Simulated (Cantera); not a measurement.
Input: 1 mol CF4, 0.065 mol F2, equilibrated at 700 K and 75.0 Torr.

These are equilibrium values from Cantera (NASA tables, ideal gas, pure condensed phases), not measurements of a reactor. Candidate condensed phases: C; 13 gas species. Condensed phases not in the tables: fluorocarbon polymer. Gases not in the tables: C2F6 and larger saturated fluorocarbons. Equilibrium is a limit: real reactors are often held back by kinetics, nucleation or transport.

Base state: CF4 0.938, F2 0.0604, F 0.00112 (mole fractions); condensed: gas only.

**Question.** What changes in the equilibrium state with this change: F2 from 0.065 to 0.19 mol?

**Answer.** 
```json
[
 {"species": "CF4", "before": "0.938", "after": "0.840"},
 {"species": "F2", "before": "0.0604", "after": "0.159"},
 {"species": "F", "before": "0.00112", "after": "0.00181"}
]
```

**Question.** What changes in the equilibrium state with this change: F2 from 0.065 to 0.017 mol?

**Answer.** 
```json
[
 {"species": "CF4", "before": "0.938", "after": "0.983"},
 {"species": "F2", "before": "0.0604", "after": "0.0164"},
 {"species": "F", "before": "0.00112", "after": "0.000584"}
]
```
